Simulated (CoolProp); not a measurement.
Model: reference Helmholtz-energy equation of state, de Reuck 1990, in CoolProp.

### Question
Give the vapour pressure (kPa), vapour density (kg/m³), enthalpy of vaporisation (kJ/kg), liquid cp (kJ/(kg K)) of saturated fluorine at 127.1 K.

### Answer
```
T (K)  p (kPa)  vapour density (kg/m³)  enthalpy of vaporisation (kJ/kg)  liquid cp (kJ/(kg K))
-----  -------  ----------------------  --------------------------------  ---------------------
127.1     2380                     121                               112                   2.12
```
